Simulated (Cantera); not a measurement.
## Adiabatic ignition

An adiabatic, constant-pressure homogeneous reactor starts with CH4 : CO : O2 : N2 = 1 : 0.37 : 1.15 : 4.32 (molar parts), at 1550 K and 1.00 bar.

Detailed kinetics in Cantera: GRI-Mech 3.0 (53 species, 325 reactions).

```json
[
 {"t (s)": "3.00e-6", "T (K)": "1550", "x CH4": "0.146", "x CO": "0.0541", "x O2": "0.168", "x C2H": "<1e-12", "x NO2": "<1e-12"},
 {"t (s)": "1.28e-5", "T (K)": "1550", "x CH4": "0.146", "x CO": "0.0541", "x O2": "0.168", "x C2H": "<1e-12", "x NO2": "<1e-12"},
 {"t (s)": "5.46e-5", "T (K)": "1550", "x CH4": "0.146", "x CO": "0.0541", "x O2": "0.168", "x C2H": "<1e-12", "x NO2": "<1e-12"},
 {"t (s)": "0.000233", "T (K)": "1551", "x CH4": "0.146", "x CO": "0.0541", "x O2": "0.168", "x C2H": "<1e-12", "x NO2": "<1e-12"},
 {"t (s)": "0.000994", "T (K)": "1929", "x CH4": "0.0591", "x CO": "0.0900", "x O2": "0.0965", "x C2H": "9.51e-7", "x NO2": "1.71e-10"},
 {"t (s)": "0.00424", "T (K)": "2621", "x CH4": "3.19e-12", "x CO": "0.149", "x O2": "0.000155", "x C2H": "<1e-12", "x NO2": "1.03e-8"},
 {"t (s)": "0.0181", "T (K)": "2620", "x CH4": "3.22e-12", "x CO": "0.149", "x O2": "0.000153", "x C2H": "<1e-12", "x NO2": "1.36e-8"},
 {"t (s)": "0.0772", "T (K)": "2620", "x CH4": "3.22e-12", "x CO": "0.149", "x O2": "0.000153", "x C2H": "<1e-12", "x NO2": "1.36e-8"},
 {"t (s)": "0.330", "T (K)": "2620", "x CH4": "3.22e-12", "x CO": "0.149", "x O2": "0.000153", "x C2H": "<1e-12", "x NO2": "1.36e-8"},
 {"t (s)": "1.41", "T (K)": "2620", "x CH4": "3.22e-12", "x CO": "0.149", "x O2": "0.000153", "x C2H": "<1e-12", "x NO2": "1.36e-8"},
 {"t (s)": "6.00", "T (K)": "2620", "x CH4": "3.22e-12", "x CO": "0.149", "x O2": "0.000153", "x C2H": "<1e-12", "x NO2": "1.36e-8"}
]
```
x: mole fraction; the columns are a selection and need not sum to one.

The time of steepest temperature rise is 1.01 ms and the temperature at 6.00 s is 2620 K. The equilibrium temperature is 2620 K and the x(CH4) at 6.00 s comes out as 3.22e-12 (gas-phase equilibrium 3.65e-12). The x(CO) at 6.00 s comes out as 0.149 (gas-phase equilibrium 0.149) and the x(O2) at 6.00 s comes out as 0.000153 (gas-phase equilibrium 0.000153).
